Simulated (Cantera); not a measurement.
Standard-state values (1 bar) from the NASA 1993 polynomials, evaluated with Cantera. Values are per mole of reaction as written; species without (g) are pure solids or liquids, kept so even where they would boil at 1 bar.

Task: Between 1698 and 1873 K, where is each reaction favourable under standard conditions?
- 3 CH₄(g) + 2 CuF₂ → C₃H₈(g) + 4 HF(g) + 2 Cu
- C₂H₄(g) + 6 CuF₂(g) → 2 CF₄(g) + 4 HF(g) + 6 Cu

Result: 
- 3 CH₄(g) + 2 CuF₂ → C₃H₈(g) + 4 HF(g) + 2 Cu: ΔG° is -344 kJ at 1698 K and -375 kJ at 1873 K; it stays negative (K > 1). ΔH° is -56 kJ and ΔS° 170 J/K at 1873 K.
- C₂H₄(g) + 6 CuF₂(g) → 2 CF₄(g) + 4 HF(g) + 6 Cu: ΔG° is -824 kJ at 1698 K and -781 kJ at 1873 K; it stays negative (K > 1). ΔH° is -1229 kJ and ΔS° -239 J/K at 1873 K.
